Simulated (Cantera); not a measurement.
Feed: 1 mol Mg(OH)2, 0.052 mol C, 0.26 mol H2O, held at 1325 °C and 1.00 bar.

Cantera equilibrium calculation (NASA polynomials, part measured and part estimated; ideal gas, pure solids and liquids). Candidate condensed phases: C, C6H6, C7H8, C8H18, H2O, Mg, MgCO3, MgO, Mg(OH)2; 116 gas species. Rates play no part.

Base state: H2O 0.889, H2 0.0716, CO2 0.0319, CO 0.00770, H 1.42e-5 (mole fractions); condensed: MgO(s).

**Question.** What changes in the equilibrium state with this change: temperature from 1325 °C to 627 °C?

**Answer.** 
| species | before | after |
|---|---|---|
| H2O | 0.889 | 0.883 |
| H2 | 0.0716 | 0.0778 |
| CO2 | 0.0319 | 0.0382 |
| CO | 0.00770 | 0.00146 |
| H | 1.42e-5 | <1e-9 |
| MgO(s), mol | 1.000 | 1.00 |

**Question.** What changes in the equilibrium state with this change: Mg(OH)2 replaced by MgCO3?

**Answer.** 
| species | before | after |
|---|---|---|
| CO2 | 0.0319 | 0.729 |
| H2O | 0.889 | 0.192 |
| CO | 0.00770 | 0.0729 |
| H2 | 0.0716 | 0.00640 |
| H | 1.42e-5 | 4.26e-6 |
| MgO(s), mol | 1.000 | 1.00 |
